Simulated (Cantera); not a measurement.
Feed: 1 mol MgSO₄, a varied amount of H₂, at 1625 °C and 5.10 bar.

These are equilibrium values from Cantera (NASA tables, ideal gas, pure condensed phases), not measurements of a reactor. Candidate condensed phases: H₂O, H₂SO₄, Mg, MgO, Mg(OH)₂, MgS, MgSO₄, S; 26 gas species. The numbers say what is thermodynamically allowed, not how fast it happens.

x: gas mole fraction; n: condensed amount in mol.

```csv
n(H₂) (mol),x SO₂,x H₂O,x O₂,x H₂,x S₂,x SO,x H₂S,n MgO(s)
0.23,0.615,0.142,0.236,1.66e-5,<1e-12,3.14e-5,(withheld),1.000
0.27,0.608,0.165,0.221,1.99e-5,<1e-12,3.21e-5,(withheld),1.000
0.31,0.601,0.187,0.206,2.34e-5,<1e-12,3.28e-5,(withheld),1.000
0.37,0.590,0.219,0.185,2.89e-5,1.05e-12,3.41e-5,(withheld),1.000
0.43,0.580,0.251,0.164,3.51e-5,1.28e-12,3.55e-5,(withheld),1.000
0.51,0.567,0.290,0.138,4.44e-5,1.74e-12,3.79e-5,(withheld),1.000
0.6,0.553,0.333,0.109,5.71e-5,2.62e-12,4.15e-5,(withheld),1.000
0.71,0.537,0.382,0.0767,7.83e-5,5.03e-12,4.81e-5,(withheld),1.000
0.84,0.519,0.437,0.0406,0.000123,1.68e-11,6.40e-5,(withheld),1.000
0.99,0.500,0.495,0.00254,0.000557,3.98e-9,0.000246,(withheld),1.000
1.2,0.425,0.524,1.39e-6,0.0252,0.00961,0.00895,(withheld),1.000
1.4,0.361,0.557,7.85e-7,0.0357,0.0218,0.0101,(withheld),1.000
```

Complete the blanks.


- 0.23, x H₂S: 2.48e-11
- 0.27, x H₂S: 3.14e-11
- 0.31, x H₂S: 3.90e-11
- 0.37, x H₂S: 5.29e-11
- 0.43, x H₂S: 7.10e-11
- 0.51, x H₂S: 1.05e-10
- 0.6, x H₂S: 1.65e-10
- 0.71, x H₂S: 3.14e-10
- 0.84, x H₂S: 9.01e-10
- 0.99, x H₂S: 6.28e-8
- 1.2, x H₂S: 0.00441
- 1.4, x H₂S: 0.00941
